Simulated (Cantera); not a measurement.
Feed: 1 mol SiH₂Cl₂, 14 mol N₂, 0.35 mol H₂, at 13.3 mbar.

These are equilibrium values from Cantera (NASA tables, ideal gas, pure condensed phases), not measurements of a reactor. Candidate condensed phases: NH₄Cl, Si, Si₃N₄; 28 gas species. The tables' values for SiCl₃, SiCl, SiN are old estimates; treat these amounts as uncertain. Rates play no part.

log p: log10 of the partial pressure in bar; n: condensed amount in mol.

```tsv
T (K)	log p N₂	log p HCl	log p H₂	log p SiCl₂	log p H	log p Si	n Si₃N₄(s)	n Si(l)
1575	-1.94	-3.02	-3.19	-3.50	[?]	-8.42	0.197	0
1625	-1.94	-3.08	-3.15	-3.40	[?]	-7.72	0.169	0
1675	-1.94	-3.16	-3.11	-3.34	[?]	-7.06	0.143	0
1725	-1.94	-3.23	-3.09	-3.28	[?]	-6.44	0.120	0
1775	-1.94	-3.31	-3.06	-3.25	[?]	-5.85	0.0997	0
1825	-1.94	-3.38	-3.05	-3.23	[?]	-5.34	0	0.253
1875	-1.94	-3.37	-3.06	-3.23	[?]	-5.04	0	0.252
1925	-1.94	-3.36	-3.06	-3.24	[?]	-4.76	0	0.245
1975	-1.94	-3.35	-3.07	-3.24	[?]	-4.49	0	0.228
```

Fill in the missing entries.


- 1575, log p H: -5.98
- 1625, log p H: -5.73
- 1675, log p H: -5.49
- 1725, log p H: -5.27
- 1775, log p H: -5.07
- 1825, log p H: -4.88
- 1875, log p H: -4.71
- 1925, log p H: -4.55
- 1975, log p H: -4.40
